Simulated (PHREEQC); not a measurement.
2.6 g of hydrous ferric oxide (600 m²/g; 0.2 weak and 0.005 strong sites per Fe, Dzombak-Morel constants, diffuse double layer) in 1 kg of water with 0.005 mol/kgw of an inert sodium salt and 0.14 mmol/kgw NaF and 5.5 mmol/kgw NaH2PO4, at 25 °C; the pH is set by adding NaOH or the inert anion's acid. Oxygen alone is held at its pressure in air (log pO2 = -0.68). No CO2 enters from the air. Nothing may precipitate in this run.

Base run: PHREEQC, ion-association model, wateq4f.dat. Each further column changes one thing. The table gives P sorbed (%).

| pH | base | no electrostatic term (-no_edl) | background salt from 0.005 to 0.0005 mol/kgw | oxide from 2.6 to 13 g/kgw | 0.0021 mol/kgw H3BO3 added |
|---|---|---|---|---|---|
| 4 | 98.5 | 94.3 | 98.6 | 100.0 | 98.5 |
| 5.33 | 93.7 | 95.0 | 93.7 | 100.0 | 93.7 |
| 6 | 88.7 | 96.5 | 88.6 | 100.0 | 88.7 |
| 6.67 | 81.1 | 98.0 | 80.9 | 100.0 | 81.1 |
| 8 | 57.7 | 98.5 | 57.4 | 99.9 | 57.7 |
| 9.33 | 25.9 | 96.1 | 25.6 | 81.0 | 25.9 |
| 10 | 11.5 | 90.8 | 11.2 | 44.3 | 11.6 |
| 10.67 | 2.9 | 78.9 | 2.7 | 13.3 | 2.9 |
| 12 | 0.0 | 18.3 | 0.0 | 0.2 | 0.0 |

H3PO4, which wateq4f.dat lacks, is added to it with the constant of phreeqc.dat. Real BF4- forms and hydrolyses slowly; the run takes it at equilibrium.
